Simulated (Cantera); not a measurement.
An isothermal, constant-pressure homogeneous reactor starts with NO : N2 = 1 : 0.28 (molar parts), at 1700 K and 0.316 atm. Integrator tolerance rtol = 1e-08.

Model: GRI-Mech 3.0 (53 species, 325 reactions), integrated in Cantera.

Q: What does this change do: temperature 1700 to 2000 K?

A: 
```csv
quantity,before,after
x(NO) at 80.0 s,0.126 (gas-phase equilibrium 0.00348),0.00913 (gas-phase equilibrium 0.00913)
x(O2) at 80.0 s,0.327 (gas-phase equilibrium 0.389),0.386 (gas-phase equilibrium 0.386)
x(O) at 80.0 s,4.57e-5 (gas-phase equilibrium 4.96e-5),0.000739 (gas-phase equilibrium 0.000739)
x(N2O) at 80.0 s,5.58e-6 (gas-phase equilibrium 1.01e-7),2.54e-7 (gas-phase equilibrium 2.54e-7)
x(N2) at 80.0 s,0.546 (gas-phase equilibrium 0.608),0.605 (gas-phase equilibrium 0.605)
```
